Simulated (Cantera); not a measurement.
Feed: 1 mol C3H8, 0.082 mol NH3, 3.1 mol N2, held at 2898.15 K and 263 Torr.

Equilibrium computed with Cantera from the NASA thermochemical tables; the gas is ideal and each condensed phase is pure. Candidate condensed phases: C, C6H6, C7H8, C8H18; 92 gas species. The numbers say what is thermodynamically allowed, not how fast it happens.

Base state: H2 0.412, N2 0.366, H 0.124, HCN 0.0647, C2H2 (acetylene) 0.0189, HNC 0.0112, CN 0.00182, C2H 0.000838 (mole fractions); condensed: C(graphite).

Question: What changes in the equilibrium state with this change: temperature from 2898.15 K to 850 K?

Answer: 
```tsv
species	before	after
H2	0.412	0.492
N2	0.366	0.455
CH4	5.18e-6	0.0527
H	0.124	<1e-9
C2H2 (acetylene)	0.0189	<1e-9
HNC	0.0112	<1e-9
HCN	0.0647	1.45e-7
CN	0.00182	<1e-9
C2H	0.000838	<1e-9
C4H2	0.000360	<1e-9
C3	0.000289	<1e-9
C(graphite), mol	2.07	2.64
```

Question: What changes in the equilibrium state with this change: temperature from 2898.15 K to 2698.15 K?

Answer: 
```csv
species,before,after
H2,0.412,0.477
N2,0.366,0.390
H,0.124,0.0659
C2H2 (acetylene),0.0189,0.0112
HNC,0.0112,0.00698
HCN,0.0647,0.0483
C2,2.88e-5,2.35e-6
C3,0.000289,2.45e-5
C,5.31e-5,5.92e-6
CH,1.08e-5,1.89e-6
C2H,0.000838,0.000163
"C(graphite), mol",2.07,2.40
```
